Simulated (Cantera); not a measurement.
Input (Python, Cantera):

```python
import numpy as np
import cantera as ct

gas = ct.Solution("gri30.yaml")
gas.TPX = 1050, 101325, {'N2O': 1, 'H2': 0.0035, 'N2': 1.3}
reactor = ct.IdealGasConstPressureReactor(gas, energy="off", clone=False)
net = ct.ReactorNet([reactor])
net.rtol, net.atol = 1e-08, 1e-18
show = ['N2O', 'H2', 'O2', 'H2O2', 'H2O', 'HO2']
times = np.geomspace(0.0003, 200, 12)

steps = ct.SolutionArray(gas, extra=["t"])
rows = []
print(f"{'t/s':>10s}{'T/K':>9s}{'P/Pa':>11s}" + "".join(f"{s:>11s}" for s in show))
for t in times:
    while net.time < t:
        t_next = net.step()
        steps.append(gas.state, t=t_next)
    rows.append([np.interp(t, steps.t, y) for y in (steps.T, steps.P, *steps(*show).X.T)])
    print(f"{t:10.3e}{rows[-1][0]:9.1f}{rows[-1][1]:11.4g}" + "".join(f"{x:11.3e}" for x in rows[-1][2:]))
rate = np.gradient(steps.T, steps.t)
print("integrator steps:", len(steps.t))
if steps.T.max() > steps.T[0] + 200:
    print(f"time of steepest temperature rise: {steps.t[rate.argmax()]:.4e} s")
gas.TPX = 1050, 101325, {'N2O': 1, 'H2': 0.0035, 'N2': 1.3}
gas.equilibrate("TP")
print(f"equilibrium (TP): T = {gas.T:.1f} K  " + "  ".join(f"{s} {gas[s].X[0]:.3e}" for s in show))
```

Result:

```
       t/s      T/K       P/Pa        N2O         H2         O2       H2O2        H2O        HO2
 3.000e-04   1050.0  1.013e+05  4.341e-01  1.518e-03  1.155e-06  7.546e-12  8.913e-07  1.371e-08
 1.015e-03   1050.0  1.013e+05  4.341e-01  1.509e-03  4.130e-06  3.248e-10  9.911e-06  1.423e-07
 3.436e-03   1050.0  1.013e+05  4.340e-01  1.440e-03  1.457e-05  1.127e-08  7.753e-05  6.918e-07
 1.163e-02   1050.0  1.013e+05  4.336e-01  1.159e-03  5.233e-05  4.527e-08  3.581e-04  8.626e-07
 3.935e-02   1050.0  1.013e+05  4.327e-01  5.778e-04  1.810e-04  2.360e-08  9.396e-04  5.769e-07
 1.332e-01   1050.0  1.013e+05  4.311e-01  1.055e-04  6.150e-04  3.993e-09  1.412e-03  2.006e-07
 4.506e-01   1050.0  1.013e+05  4.273e-01  3.576e-06  2.072e-03  8.217e-10  1.512e-03  4.869e-08
 1.525e+00   1050.0  1.013e+05  4.149e-01  3.632e-10  6.873e-03  9.006e-10  1.508e-03  1.819e-08
 5.160e+00   1050.0  1.013e+05  3.770e-01  2.133e-10  2.171e-02  9.759e-10  1.484e-03  6.957e-09
 1.746e+01   1050.0  1.013e+05  2.800e-01  1.351e-10  5.973e-02  8.237e-10  1.424e-03  2.971e-09
 5.910e+01   1050.0  1.013e+05  1.238e-01  5.980e-11  1.216e-01  4.545e-10  1.326e-03  1.430e-09
 2.000e+02   1050.0  1.013e+05  1.680e-02  1.152e-11  1.648e-01  8.675e-11  1.260e-03  5.359e-10
integrator steps: 1985
equilibrium (TP): T = 1050.0 K  N2O 4.015e-09  H2 1.072e-12  O2 1.778e-01  H2O2 2.749e-12  H2O 1.249e-03  HO2 1.974e-10
```

Detailed kinetics in Cantera: GRI-Mech 3.0 (53 species, 325 reactions). GRI-Mech 3.0 was tuned for natural gas; its chemistry of N2O as a main component is partial and can be far from experiment. The mechanism lacks the step 2 NO + O2 → 2 NO2, which can matter for NO2 below about 1400 K. The temperature is held fixed by assumption; the heat of reaction is taken as removed at once.
